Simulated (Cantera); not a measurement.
A Cantera script and what it prints.

```python
import numpy as np
import cantera as ct

gas_names = """
    AL ALH ALO ALOH ALO2 ALO2H AL2 AL2O AL2O2 H HALO HO2 H2 H2O H2O2 O OH O2 O3
""".split()
cond_names = """
    AL(cr) AL(L) AL2O3(a) AL2O3(L) H2O(s) H2O(L)
""".split()


# ... load() reads the species with a 1 bar reference pressure and builds the phases ...
atoms = {
    'Al2O3': {'AL': 2, 'O': 3},
    'H2O': {'H': 2, 'O': 1},
}
top_T = {}  # K; cautious upper limits of use, not melting points


# ... equilibrate(T, P, feed) seeds the gas with the atoms and calls Mixture.equilibrate('TP', solver="vcs", rtol=1e-11, max_steps=5000) ...
results = []
feed = {'Al2O3': 1, 'H2O': 0.4}  # mol
T = 923  # K
P = 24000  # Pa
mix = equilibrate(T, P, feed)
results.append((T, P, feed, dict(zip(mix.species_names, mix.species_moles))))
print(gas.report(threshold=0.001))
for i in range(1, mix.n_phases):
    print(f"{mix.phase(i).name:16s} {mix.phase_moles(i):12.5e} mol")
```

It prints:

```
       temperature   923 K
          pressure   24000 Pa
           density   0.056339 kg/m^3
  mean mol. weight   18.015 kg/kmol
   phase of matter   gas

                          1 kg             1 kmol
                     ---------------   ---------------
          enthalpy       -1.2154e+07       -2.1896e+08  J
   internal energy        -1.258e+07       -2.2664e+08  J
           entropy             13396        2.4133e+05  J/K
    Gibbs function       -2.4519e+07       -4.4171e+08  J
 heat capacity c_p            2235.9             40281  J/K
 heat capacity c_v            1774.4             31966  J/K

                      mass frac. Y      mole frac. X     chem. pot. / RT
                     ---------------   ---------------   ---------------
               H2O                 1                 1           -57.558
     [  +18 minor]        7.7623e-08         1.164e-07

AL(cr)            0.00000e+00 mol
AL2O3(a)          1.00000e+00 mol
```

These are equilibrium values from Cantera (NASA tables, ideal gas, pure condensed phases), not measurements of a reactor.
